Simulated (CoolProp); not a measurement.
Ammonia at 370.26 K and 28 MPa flows at 1.6 m/s in a round tube of 6 mm bore and 15 µm roughness, fully developed (64/Re and Nu = 3.66 if laminar; Colebrook and Gnielinski if turbulent). Each further row changes one setting.

Computed with CoolProp (reference Helmholtz-energy equation of state, Gao 2020).

| case | Reynolds number | Darcy friction factor | pressure drop (Pa/m) | heat-transfer coefficient (W/(m² K)) | mass flow (kg/h) |
|---|---|---|---|---|---|
| as stated | 60200 | 0.0272 | 3020 | 13000 | 84.8 |
| velocity 3.2 m/s | 120000 | 0.0261 | 11600 | 25300 | 170 |
| diameter 12 mm | 120000 | 0.0227 | 1260 | 11000 | 339 |

Viscosity comes from a separate model (Fenghour 1995). Thermal conductivity comes from a separate model (Tufeu 1984).
